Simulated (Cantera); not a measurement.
A closed system holds: 1 mol C3H6, 52 mol H2, 13 mol N2, at 25.0 mbar.

These are equilibrium values from Cantera (NASA tables, ideal gas, pure condensed phases), not measurements of a reactor. Candidate condensed phases: C, C6H6, C7H8, C8H18; 92 gas species. Rates play no part. All values below are at 1675 K.

Base state: H2 0.808, N2 0.190, HCN 0.00125, H 0.000660, C2H2 (acetylene) 4.69e-5, HNC 3.51e-5, CH4 1.96e-5 (mole fractions); condensed: C(graphite).

Problem. What changes in the equilibrium state with this change: N2 from 13 to 0.55 mol?

Solution. 
```csv
species,before,after
H2,0.808,0.989
N2,0.190,0.00974
H,0.000660,0.000730
HCN,0.00125,0.000313
HNC,3.51e-5,8.78e-6
CH4,1.96e-5,2.95e-5
C2H2 (acetylene),4.69e-5,5.74e-5
"C(graphite), mol",2.90,2.97
```
